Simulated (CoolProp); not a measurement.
Vapour-liquid equilibrium of R143a (1) + R152A (2) at -61.45 °C; x and y are mole fractions of (1).

The numbers come from the multi-fluid Helmholtz-energy mixture model, Lemmon and Jacobsen 2000 and Outcalt 1996; pair parameters Bell 2016 in CoolProp.

Q: Give the bubble pressure and the first vapour's composition at x = 0.2, 0.35, 0.5. Is there an azeotrope?

A: x = 0.2: 0.02298 MPa, y = 0.514; x = 0.35: 0.02863 MPa, y = 0.672; x = 0.5: 0.03365 MPa, y = 0.776. No azeotrope shows between x = 0.05 and 0.95.

The pair parameters rest on a limited set of measurements; away from them the model extrapolates.
